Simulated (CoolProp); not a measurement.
Computed with CoolProp (reference Helmholtz-energy equation of state, Beckmüller 2019).

For n-octane, give the phase and the speed of sound (m/s) at 578.1 K and 33.9 kPa.


- 578.1 K and 33.9 kPa: gas; speed of sound 207
